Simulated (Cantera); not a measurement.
An adiabatic, constant-volume homogeneous reactor starts with CH4 : H2 : O2 : N2 = 1 : 0.031 : 1.34 : 5.05 (molar parts), equivalence ratio 1.5, at 1450 K and 4.00 bar.

Detailed kinetics in Cantera: GRI-Mech 3.0 (53 species, 325 reactions).

Problem. Predict: time of steepest temperature rise; temperature at 0.500 s; equilibrium temperature; x(H2) at 0.500 s; x(O2) at 0.500 s; x(NO) at 0.500 s; x(CH2O) at 0.500 s.

Solution. 
| Item | Value |
|---|---|
| time of steepest temperature rise | 0.639 ms |
| temperature at 0.500 s | 2999 K |
| equilibrium temperature | 2999 K |
| x(H2) at 0.500 s | 0.0744 (gas-phase equilibrium 0.0744) |
| x(O2) at 0.500 s | 0.00103 (gas-phase equilibrium 0.00103) |
| x(NO) at 0.500 s | 0.00296 (gas-phase equilibrium 0.00296) |
| x(CH2O) at 0.500 s | 2.60e-8 (gas-phase equilibrium 2.60e-8) |
